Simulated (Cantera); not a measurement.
A perfectly stirred reactor is fed with CO : O2 : H2O : N2 = 0.0028 : 0.0039 : 0.00098 : 1 (molar parts), equivalence ratio 0.36, at 5.00 bar; it is held at 1425 K, and followed from long to short residence time.

Computed with Cantera and GRI-Mech 3.0 (53 species, 325 reactions).

### Question
What does this change do: pressure from 5.00 bar to 10.0 bar?

### Answer
```csv
quantity,before,after
x(CO) at τ = 3.00 s,1.46e-5,1.07e-5
x(O2) at τ = 3.00 s,0.00249,0.00249
x(H2O) at τ = 3.00 s,0.000971,0.000972
x(N2O) at τ = 3.00 s,5.36e-7,4.92e-7
x(NO) at τ = 3.00 s,1.49e-6,1.16e-6
x(CO) at τ = 12.0 ms,0.000647,0.000601
x(O2) at τ = 12.0 ms,0.00279,0.00278
x(H2O) at τ = 12.0 ms,0.000954,0.000963
x(N2O) at τ = 12.0 ms,2.17e-6,3.29e-6
x(NO) at τ = 12.0 ms,8.85e-7,9.20e-7
```
